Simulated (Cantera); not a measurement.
A Cantera script and its output.

```python
import numpy as np
import cantera as ct

gas = ct.Solution("gri30.yaml")
gas.TPX = 475, 89000, {'CH4': 1, 'O2': 2.82, 'N2': 10.6}
inlet = ct.Reservoir(gas, clone=True)
gas.equilibrate("HP")  # start burning
reactor = ct.IdealGasConstPressureReactor(gas, energy="on", clone=False)
exhaust = ct.Reservoir(gas, clone=True)
tau = [0.14, 0.068, 0.032, 0.015, 0.0074, 0.0035, 0.0017, 0.0008, 0.00038, 0.00018, 8.7e-05, 4.2e-05][0]
for a, b in ((inlet, reactor), (reactor, exhaust)):
    ct.MassFlowController(a, b, mdot=lambda t: reactor.mass / tau)
net = ct.ReactorNet([reactor])
show = ['CH4', 'O2', 'CO', 'H2O2', 'C2H6', 'NO2']

rows = []
print(f"{'tau/s':>10s}{'T/K':>9s}" + "".join(f"{s:>11s}" for s in show))
for tau in [0.14, 0.068, 0.032, 0.015, 0.0074, 0.0035, 0.0017, 0.0008, 0.00038, 0.00018, 8.7e-05, 4.2e-05]:
    net.initial_time = 0.0
    net.advance(30 * tau)
    before = gas.X
    net.advance(40 * tau)
    drift = np.max(np.abs(gas.X - before) / (gas.X + 1e-9))
    rows.append([gas.T, *gas[show].X, drift])
    print(f"{tau:10.3e}{gas.T:9.1f}" + "".join(f"{x:11.3e}" for x in gas[show].X))
```

Output:

```
     tau/s      T/K        CH4         O2         CO       H2O2       C2H6        NO2
 1.400e-01   1979.5  4.807e-06  5.656e-02  6.929e-04  6.480e-08  1.250e-11  1.441e-07
 6.800e-02   1974.8  8.212e-06  5.665e-02  9.730e-04  7.416e-08  3.189e-11  9.626e-08
 3.200e-02   1966.6  1.378e-05  5.679e-02  1.463e-03  9.040e-08  7.367e-11  6.513e-08
 1.500e-02   1953.6  2.269e-05  5.705e-02  2.251e-03  1.153e-07  1.563e-10  4.358e-08
 7.400e-03   1935.9  3.606e-05  5.747e-02  3.346e-03  1.479e-07  3.063e-10  2.934e-08
 3.500e-03   1909.4  5.969e-05  5.817e-02  4.992e-03  1.950e-07  6.393e-10  1.919e-08
 1.700e-03   1874.7  9.980e-05  5.923e-02  7.155e-03  2.570e-07  1.401e-09  1.297e-08
 8.000e-04   1827.6  1.793e-04  6.091e-02  1.018e-02  3.474e-07  3.670e-09  8.801e-09
 3.800e-04   1768.7  3.474e-04  6.358e-02  1.437e-02  4.774e-07  1.213e-08  5.921e-09
 1.800e-04   1692.3  7.940e-04  6.854e-02  2.103e-02  6.776e-07  6.545e-08  3.673e-09
 8.700e-05    475.0  6.935e-02  1.956e-01 -2.868e-15 -1.332e-18 -5.949e-17 -4.610e-20
 4.200e-05    475.0  6.935e-02  1.956e-01 -1.843e-16 -8.558e-20 -3.822e-18 -2.962e-21
```

Computed with Cantera and GRI-Mech 3.0 (53 species, 325 reactions).
